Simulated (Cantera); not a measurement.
A closed system holds: 1 mol Si2H6, 3.5 mol HCl, 220 mol H2, held at 1300 °C and 0.120 bar.

Equilibrium computed with Cantera from the NASA thermochemical tables; the gas is ideal and each condensed phase is pure. Candidate condensed phases: Si; 19 gas species. The feed counts by its element totals alone. Equilibrium is a limit: real reactors are often held back by kinetics, nucleation or transport.

Base state: H2 0.985, HCl 0.0141, SiCl2 0.000680, H 0.000116 (mole fractions); condensed: Si(s).

Task: What changes in the equilibrium state with this change: temperature from 1300 °C to 552 °C?

Result: 
```tsv
species	before	after
H2	0.985	0.995
SiCl4	1.09e-7	0.00201
SiHCl3	1.02e-6	0.00195
HCl	0.0141	0.00127
H	0.000116	<1e-9
SiCl2	0.000680	1.79e-6
Si(s), mol	1.84	1.07
```
